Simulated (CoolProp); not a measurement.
c-C4F8 (RC318) along the isotherm 500 K: density (kg/m³) from the reference equation and from simpler models built on Tc = 388.4 K, pc = 2.778 MPa, ω = 0.355; each cubic takes its own stable root.

Model: reference Helmholtz-energy equation of state, Platzer 1990, in CoolProp. This equation is an older, rougher fit; its heat capacities, sound speeds and derivatives of the liquid may be far off and weren't checked against measurements.

| p (MPa) | phase | reference |
|---|---|---|
| 0.463 | gas | 22.77 |
| 0.926 | gas | 46.58 |
| 1.39 | gas | 71.56 |
| 1.85 | gas | 97.52 |
| 2.31 | gas | 124.7 |
| 2.78 | supercritical | 153.9 |
| 3.24 | supercritical | 183.8 |
| 3.7 | supercritical | 215.1 |
| 4.17 | supercritical | 248.4 |

### Question
How far does each simpler model (van der Waals, Redlich-Kwong, Soave-Redlich-Kwong, Peng-Robinson) lie from the reference over these 9 states: mean and median of the absolute difference, and the worst?

### Answer
- van der Waals: mean 4.8 %, median 4.0 %, worst +11.5 % at 500 K and 4.17 MPa
- Redlich-Kwong: mean 3.4 %, median 3.2 %, worst +6.8 % at 500 K and 4.17 MPa
- Soave-Redlich-Kwong: mean 1.1 %, median 0.9 %, worst -2.5 % at 500 K and 4.17 MPa
- Peng-Robinson: mean 1.2 %, median 1.4 %, worst +1.6 % at 500 K and 3.24 MPa
